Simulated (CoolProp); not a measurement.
Computed with CoolProp (reference Helmholtz-energy equation of state, McLinden 2020).

Q: Give the vapour pressure (bar), liquid density (kg/m³), vapour density (kg/m³), enthalpy of vaporisation (kJ/kg) of saturated R1336mzz(Z) at 66.15, 80.65 °C.

A: 
```json
[
 {"T (°C)": "66.15", "p (bar)": "2.93", "liquid density (kg/m³)": "1250", "vapour density (kg/m³)": "19.1", "enthalpy of vaporisation (kJ/kg)": "148"},
 {"T (°C)": "80.65", "p (bar)": "4.37", "liquid density (kg/m³)": "1210", "vapour density (kg/m³)": "28.4", "enthalpy of vaporisation (kJ/kg)": "140"}
]
```
